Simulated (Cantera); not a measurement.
A perfectly stirred reactor is fed with CH3OH : O2 : N2 : H2O = 1 : 0.882 : 3.32 : 0.33 (molar parts), equivalence ratio 1.7, at 1.01 bar; it is adiabatic with a 398 K inlet, and is followed from long to short residence time, starting on the burning branch (τ in s: 0.23, 0.059, 0.015, 0.004, 0.001, 0.00027, 7.1e-05, 1.9e-05, 4.9e-06).

Model: GRI-Mech 3.0 (53 species, 325 reactions), integrated in Cantera. GRI-Mech 3.0 was tuned for natural gas; its chemistry of methanol as a main component is partial and can be far from experiment.

Q: What does this change do: inlet temperature 398 to 750 K?

A: 
```csv
quantity,before,after
"blow-out, bracketed by the residence times tried","burning at 0.270 ms, out at 71.0 µs","burning at 71.0 µs, out at 19.0 µs"
x(CH3OH) at τ = 0.230 s,1.65e-6,8.43e-7
x(O2) at τ = 0.230 s,4.06e-5,3.14e-5
x(H2O) at τ = 0.230 s,0.254,0.258
x(HCN) at τ = 0.230 s,2.20e-7,2.05e-7
x(H2) at τ = 0.230 s,0.0954,0.0903
x(CH3OH) at τ = 1.00 ms,8.69e-5,3.60e-5
x(O2) at τ = 1.00 ms,0.00198,0.00122
x(H2O) at τ = 1.00 ms,0.251,0.251
x(HCN) at τ = 1.00 ms,1.35e-5,7.55e-6
x(H2) at τ = 1.00 ms,0.0928,0.0888
```

Q: What does this change do: CH3OH 1 to 1.4 parts?

A: 
```csv
quantity,before,after
"blow-out, bracketed by the residence times tried","burning at 0.270 ms, out at 71.0 µs","burning at 4.00 ms, out at 1.00 ms"
x(CH3OH) at τ = 0.230 s,1.65e-6,1.66e-5
x(O2) at τ = 0.230 s,4.06e-5,0.000258
x(H2O) at τ = 0.230 s,0.254,0.215
x(HCN) at τ = 0.230 s,2.20e-7,2.14e-7
x(H2) at τ = 0.230 s,0.0954,0.182
x(CH3OH) at τ = 1.00 ms,8.69e-5,0.236
x(O2) at τ = 1.00 ms,0.00198,0.149
x(H2O) at τ = 1.00 ms,0.251,0.0556
x(HCN) at τ = 1.00 ms,1.35e-5,<1e-12
x(H2) at τ = 1.00 ms,0.0928,<1e-12
```
